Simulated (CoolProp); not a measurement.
Computed with CoolProp (reference Helmholtz-energy equation of state, Lemmon 2006). It is a short technical equation, of lower accuracy than the large ones.

Question: Give the vapour pressure (kPa), liquid density (kg/m³), liquid cp (kJ/(kg K)) of saturated C3F8 (R218) at 34.35, 60.35 °C.

Answer: 
```tsv
T (°C)	p (kPa)	liquid density (kg/m³)	liquid cp (kJ/(kg K))
34.35	1110	1260	1.24
60.35	2050	1030	1.78
```
